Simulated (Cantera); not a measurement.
**Thermodynamics of silicon nitride deposition, feed SiCl₄ + NH₃ + H₂ + N₂**

A closed system holds: 1 mol SiCl₄, 1.1 mol NH₃, 1.7 mol H₂, 1.4 mol N₂, at 1250 °C.

Cantera equilibrium calculation (NASA polynomials, part measured and part estimated; ideal gas, pure solids and liquids). Candidate condensed phases: NH₄Cl, Si, Si₃N₄; 28 gas species. The tables' values for SiCl₃, SiCl are old estimates; treat these amounts as uncertain. Equilibrium is a limit: real reactors are often held back by kinetics, nucleation or transport.

From 0.0375 Torr to 1.95 Torr nothing is condensed. From 14.3 Torr to 750 Torr the condensed part is Si₃N₄(s). The main Si-bearing gas is SiCl₂ at 0.0375 Torr and SiCl₄ at 750 Torr.

```json
[
 {"P (Pa)": "5", "x HCl": "0.272", "x H₂": "0.322", "x N₂": "0.267", "x SiCl₂": "0.136", "x SiCl₄": "2.15e-5", "x SiCl₃": "0.000988", "n Si₃N₄(s)": "0"},
 {"P (Pa)": "36", "x HCl": "0.271", "x H₂": "0.324", "x N₂": "0.267", "x SiCl₂": "0.134", "x SiCl₄": "0.000151", "x SiCl₃": "0.00261", "n Si₃N₄(s)": "0"},
 {"P (Pa)": "260", "x HCl": "0.266", "x H₂": "0.328", "x N₂": "0.268", "x SiCl₂": "0.130", "x SiCl₄": "0.00101", "x SiCl₃": "0.00662", "n Si₃N₄(s)": "0"},
 {"P (Pa)": "1900", "x HCl": "0.342", "x H₂": "0.308", "x N₂": "0.250", "x SiCl₂": "0.0774", "x SiCl₄": "0.00770", "x SiCl₃": "0.0141", "n Si₃N₄(s)": "0.100"},
 {"P (Pa)": "14000", "x HCl": "0.386", "x H₂": "0.305", "x N₂": "0.238", "x SiCl₂": "0.0272", "x SiCl₄": "0.0257", "x SiCl₃": "0.0153", "n Si₃N₄(s)": "0.176"},
 {"P (Pa)": "100000", "x HCl": "0.380", "x H₂": "0.318", "x N₂": "0.238", "x SiCl₂": "0.00685", "x SiCl₄": "0.0431", "x SiCl₃": "0.00995", "n Si₃N₄(s)": "0.193"}
]
```
x: gas mole fraction; n: condensed amount in mol.
